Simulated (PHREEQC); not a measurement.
Make-up at 52 °C: 14 mmol/kgw NH4HF2. Closed to the air; pH follows from the charge balance.

Computed with PHREEQC (ion-association model, wateq4f.dat).

| quantity | before | after |
|---|---|---|
| pH | 3.38 | 3.48 |
| ionic strength (mol/kgw) | 0.0145 | 0.00315 |
| NH3 (mol/kgw) | 9.63e-8 | 2.59e-8 |

Which change was made?
A. diluted 100-fold with water
B. diluted 5-fold with water
C. NH4HF2 replaced by NH3 at the same molality
D. NH4HF2 replaced by (NH4)2HPO4 at the same molality
E. diluted 2-fold with water

B, diluted 5-fold with water

Precipitation was switched off in this run. At this temperature some constants are extrapolated from 25 °C, and those without enthalpy data are left unchanged.
